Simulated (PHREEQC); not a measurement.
Model water analysis in mg/kgw, 10 °C, pH 3.61:

```
constituent  mg/kgw
-----------  ------
Na             1570
K              40.7
Ca              334
Mg              146
Cl              569
S(6) as SO4    4040
```

Valence states are taken as typed.

All values are PHREEQC results (Pitzer model, pitzer.dat), not measurements.

### Question
The ionic strength comes out as 0.155 mol/kgw. What activity coefficients do HSO4-, SO4-2, H+, Cl-, K+ get?

### Answer
HSO4- 0.75, SO4-2 0.26, H+ 0.73, Cl- 0.74, K+ 0.73. Single-ion values are on the MacInnes scale.

This is a speciation only: nothing precipitates in the calculation. Species that the database lacks are ignored. At this temperature some constants are extrapolated from 25 °C, and those without enthalpy data are left unchanged.
